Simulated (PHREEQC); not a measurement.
Dissolve 88 mmol/kgw HF, 0.48 mmol/kgw NH4F and 12 mmol/kgw H3PO4 at 85 °C. Closed to the air; pH follows from the charge balance.

The numbers come from PHREEQC with the ion-association model, wateq4f.dat.

```csv
quantity,before,after
pH,2.16,1.86
ionic strength (mol/kgw),0.00806,0.0161
HF (mol/kgw),0.0809,0.0828
F- (mol/kgw),0.00265,0.00141
H2F2 (mol/kgw),0.00157,0.00165
HF2- (mol/kgw),0.000905,0.000493
```

Question: Which change was made?
A. H3PO4 from 0.012 to 0.06 mol/kgw
B. temperature from 85 to 75 °C
C. H3PO4 from 0.012 to 0.0108 mol/kgw
D. diluted 100-fold with water
E. diluted 5-fold with water

Answer: A, H3PO4 from 0.012 to 0.06 mol/kgw

Precipitation was switched off in this run. H3PO4, which wateq4f.dat lacks, is added to it with the constant of phreeqc.dat. At this temperature some constants are extrapolated from 25 °C, and those without enthalpy data are left unchanged.
